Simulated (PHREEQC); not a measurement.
Solution (25 °C): 3.1 mmol/kgw HF, 16 mmol/kgw NaF and 16 mmol/kgw H2SO4. Closed to the air; pH follows from the charge balance.

Equilibrium calculation in PHREEQC: ion-association model, phreeqc.dat.

Each row changes one thing in this solution. No solid was allowed to form.

```tsv
case	pH	ionic strength (mol/kgw)	HF (mol/kgw)	F- (mol/kgw)	HF2- (mol/kgw)	NaF (mol/kgw)
as made	1.99	0.0371	0.0175	0.00140	9.39e-5	8.70e-6
0.00023 mol/kgw HNO3 added	1.99	0.0373	0.0175	0.00138	…	8.59e-6
H2SO4 left out	3.87	0.0160	0.00278	0.0159	0.000169	0.000112
diluted 100-fold with water	3.55	0.000607	5.58e-5	0.000135	2.89e-8	…
diluted 10-fold with water	…	0.00493	…	0.000540	…	4.25e-7
```

Fill in the missing entries.


- 0.00023 mol/kgw HNO3 added, HF2- (mol/kgw): 9.28e-5
- diluted 100-fold with water, NaF (mol/kgw): 1.17e-8
- diluted 10-fold with water, pH: 2.74
- diluted 10-fold with water, HF (mol/kgw): 0.00136
- diluted 10-fold with water, HF2- (mol/kgw): 2.83e-6

Species that the database lacks are ignored.
